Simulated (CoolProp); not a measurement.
Vapour-liquid equilibrium of propylene (1) + dimethyl ether (2) at 462 kPa; x and y are mole fractions of (1).

Values from CoolProp's multi-fluid Helmholtz-energy mixture model, Lemmon 2013 and Wu 2011; pair parameters Bell 2016.

Q: Give the bubble temperature and the first vapour's composition at x = 0.05, 0.2, 0.5. Is there an azeotrope?

A: x = 0.05: 14.6 °C, y = 0.104; x = 0.2: 9.0 °C, y = 0.353; x = 0.5: 0.9 °C, y = 0.670. No azeotrope shows between x = 0.05 and 0.95.

The pair parameters rest on a limited set of measurements; away from them the model extrapolates.
